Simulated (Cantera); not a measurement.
## Gas activation for diamond growth

An isothermal, constant-pressure homogeneous reactor starts with 0.404 % CH4, 99.4 % H2, 0.168 % O2, at 2623 K and 1000 Pa.

Cantera simulation using GRI-Mech 3.0 (53 species, 325 reactions); the numbers are that mechanism's predictions, not measurements. Radical loss at walls, strong at low pressure, is not modelled.

```tsv
t (s)	x CH4	x H2	x O2	x CH2CO	x CO	x CH2O
3.00e-5	0.00398	0.994	0.00167	<1e-12	4.85e-10	6.88e-9
0.000225	0.00385	0.992	0.00156	1.59e-11	1.63e-7	1.57e-7
0.00169	0.00303	0.978	5.77e-5	2.16e-9	1.21e-5	6.81e-8
0.0127	0.000464	0.946	1.54e-9	6.91e-8	0.000202	4.44e-8
0.0949	2.94e-5	0.894	1.50e-9	2.42e-8	0.00184	5.21e-9
0.711	1.62e-7	0.724	<1e-12	2.11e-12	0.00288	1.35e-11
5.33	7.92e-8	0.654	<1e-12	1.05e-12	0.00276	7.25e-12
40.0	7.92e-8	0.654	<1e-12	1.05e-12	0.00276	7.25e-12
300	7.92e-8	0.654	<1e-12	1.05e-12	0.00276	7.25e-12
```
x: mole fraction; the columns are a selection and need not sum to one.

Equilibrium at this temperature and pressure: CH4 7.96e-8, H2 0.654, O2 <1e-12, CH2CO 1.06e-12, CO 0.00276, CH2O 7.25e-12 (gas phase only).
